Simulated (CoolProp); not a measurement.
Vapour-liquid equilibrium of benzene (1) + n-nonane (2) at 78.9 kPa; x and y are mole fractions of (1).

Model: multi-fluid Helmholtz-energy mixture model, Thol 2012 and Lemmon 2006; pair parameters Bell 2016, in CoolProp.

Question: Give the bubble temperature and the first vapour's composition at x = 0.05, 0.2, 0.65. Is there an azeotrope?

Answer: x = 0.05: 402.3 K, y = 0.326; x = 0.2: 379.2 K, y = 0.720; x = 0.65: 355.1 K, y = 0.936. No azeotrope shows between x = 0.05 and 0.95.

The pair parameters rest on a limited set of measurements; away from them the model extrapolates.
